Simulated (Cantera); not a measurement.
A closed system holds: 1 mol PbO, 1.1 mol H2, 6.6 mol CO, held at 2.80 mbar.

These are equilibrium values from Cantera (NASA tables, ideal gas, pure condensed phases), not measurements of a reactor. Candidate condensed phases: C, C6H6, C7H8, C8H18, H2O, Pb, PbO, PbO2, Pb3O4; 113 gas species. Kinetics and transport are ignored. All values below are at 527 °C.

Base state: CO 0.714, CO2 0.141, H2 0.138, H2O 0.00648, CH4 7.22e-5, Pb 2.19e-5 (mole fractions); condensed: C(graphite) + Pb(l).

### Question
What changes in the equilibrium state with this change: PbO replaced by Pb?

### Answer
```csv
species,before,after
CO,0.714,0.701
H2,0.138,0.156
CO2,0.141,0.136
Pb,2.19e-5,2.19e-5
CH4,7.22e-5,9.15e-5
H2O,0.00648,0.00716
"C(graphite), mol",0.117,0.963
"Pb(l), mol",1.000,1.000
```
